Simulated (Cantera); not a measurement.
A freely propagating, adiabatic, planar premixed flame of C₂H₄ : O₂ : N₂ : H₂O = 1 : 2.31 : 8.68 : 0.61 (molar parts), equivalence ratio 1.3, unburnt at 375 K and 2.07 atm; mixture-averaged transport, grid criteria slope 0.08 and curve 0.16, no radiation.

Detailed kinetics in Cantera: GRI-Mech 3.0 (53 species, 325 reactions). GRI-Mech 3.0 was tuned for natural gas; its chemistry of ethylene as a main component is partial and can be far from experiment. Burning velocities carry a grid error of a few per cent, more on coarse grids.

x: mole fraction of selected species; z is measured from the peak of heat release.

```csv
z (mm),T (K),u (m/s),x C₂H₄,x O₂,x H₂O,x CH₃,x NO,x C₂H₆
-0.384,375,0.971,0.0793,0.183,0.0484,<1e-8,<1e-8,<1e-8
-0.256,375,0.973,0.0792,0.183,0.0484,<1e-8,<1e-8,2.49e-8
-0.192,378,0.982,0.0790,0.182,0.0485,<1e-8,<1e-8,3.03e-7
-0.128,401,1.05,0.0782,0.180,0.0502,7.99e-8,[?],4.61e-6
-0.0639,726,1.94,0.0664,0.154,0.0722,4.92e-5,[?],0.000191
-0.0320,1169,3.18,0.0433,0.114,0.101,0.000618,[?],0.000417
0,1589,4.41,0.0167,0.0698,0.129,0.00127,[?],0.000157
0.0320,1858,5.21,0.00312,0.0378,0.147,0.000985,[?],1.45e-5
0.0639,1990,5.58,0.000282,0.0197,0.155,0.000362,[?],5.54e-7
0.128,2066,5.77,7.04e-7,0.00715,0.158,1.42e-5,[?],<1e-8
0.256,2115,5.86,<1e-8,0.00331,0.156,2.11e-8,[?],<1e-8
0.511,2163,5.97,<1e-8,0.00202,0.157,<1e-8,6.34e-5,<1e-8
1.02,2209,6.08,<1e-8,0.00109,0.161,<1e-8,[?],<1e-8
```

Q: What belongs in the gaps?

A: 
- -0.128, x NO: 1.71e-8
- -0.0639, x NO: 7.71e-7
- -0.0320, x NO: 3.31e-6
- 0, x NO: 8.13e-6
- 0.0320, x NO: 1.68e-5
- 0.0639, x NO: 2.85e-5
- 0.128, x NO: 4.60e-5
- 0.256, x NO: 5.73e-5
- 1.02, x NO: 6.87e-5
